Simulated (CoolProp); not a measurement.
A single-stage vapour-compression cycle with methanol: evaporating at 302.15 K (dew point), condensing at 368.15 K (bubble point), superheat 5 K, subcooling 2 K, compressor efficiency 0.65, no pressure losses. Each further row changes one setting.

The numbers come from the reference Helmholtz-energy equation of state, de Reuck 1993 in CoolProp.

```
case                              cooling COP  pressure ratio  discharge temperature (K)  refrigerating effect (kJ/kg)  volumetric capacity (kJ/m³)
--------------------------------  -----------  --------------  -------------------------  ----------------------------  ---------------------------
as stated                                2.47            14.5                      543.2                           998                          266
evaporating temperature 307.15 K         2.77            11.3                      525.4                    (withheld)                          338
condensing temperature 363.15 K    (withheld)      (withheld)                      527.7                          1010                          270
subcooling 7 K                           2.51            14.5                      543.2                          1010                          270
superheat 15 K                           2.42            14.5                      561.6                          1020                          261
compressor efficiency 0.55         (withheld)            14.5                 (withheld)                           998                          266
```

Task: What belongs in the gaps?

Result: 
- evaporating temperature 307.15 K, refrigerating effect (kJ/kg): 1000
- condensing temperature 363.15 K, cooling COP: 2.71
- condensing temperature 363.15 K, pressure ratio: 12.3
- compressor efficiency 0.55, cooling COP: 2.09
- compressor efficiency 0.55, discharge temperature (K): 579.0
